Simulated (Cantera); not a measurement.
A Cantera script and what it prints.

```python
import numpy as np
import cantera as ct

gas_names = """
    H HNO HNO2 HNO3 HO2 H2 H2O H2O2 N NH NH2 NH3 NH2OH NO NO2 NO3 N2 N2H2 N2H4 N2O O OH O2 O3 Pb PbO Pb2
""".split()
cond_names = """
    H2O(s) H2O(L) Pb(cr) Pb(L) PbO(rd) PbO(yw) PbO(L) PbO2(s) Pb3O4(s)
""".split()


# ... load() reads the species with a 1 bar reference pressure and builds the phases ...
atoms = {
    'PbO': {'Pb': 1, 'O': 1},
    'H2': {'H': 2},
    'N2': {'N': 2},
}
top_T = {'Pb3O4(s)': 820}  # K; cautious upper limits of use, not melting points


# ... equilibrate(T, P, feed) seeds the gas with the atoms and calls Mixture.equilibrate('TP', solver="vcs", rtol=1e-11, max_steps=5000) ...
results = []
feed = {'PbO': 1, 'H2': 0.32, 'N2': 0.97}  # mol
T = 875  # K
P = 1000  # Pa
mix = equilibrate(T, P, feed)
results.append((T, P, feed, dict(zip(mix.species_names, mix.species_moles))))
print(gas.report(threshold=1e-06))
for i in range(1, mix.n_phases):
    print(f"{mix.phase(i).name:16s} {mix.phase_moles(i):12.5e} mol")
```

It prints:

```
       temperature   875 K
          pressure   1000 Pa
           density   0.0035113 kg/m^3
  mean mol. weight   25.546 kg/kmol
   phase of matter   gas

                          1 kg             1 kmol
                     ---------------   ---------------
          enthalpy       -1.6312e+06        -4.167e+07  J
   internal energy        -1.916e+06       -4.8945e+07  J
           entropy             10478        2.6767e+05  J/K
    Gibbs function         -1.08e+07       -2.7588e+08  J
 heat capacity c_p            1325.8             33868  J/K
 heat capacity c_v            1000.3             25553  J/K

                      mass frac. Y      mole frac. X     chem. pot. / RT
                     ---------------   ---------------   ---------------
                H2        1.7549e-06        2.2238e-05           -32.503
               H2O           0.17491           0.24802           -63.702
                N2           0.82454           0.75189            -29.42
                Pb        0.00054684         6.742e-05           -9.5151
     [  +23 minor]        2.2499e-06         2.575e-07

Pb(L)             3.19884e-01 mol
PbO(yw)           6.80028e-01 mol
PbO2(s)           0.00000e+00 mol
```

Cantera equilibrium calculation (NASA polynomials, part measured and part estimated; ideal gas, pure solids and liquids).
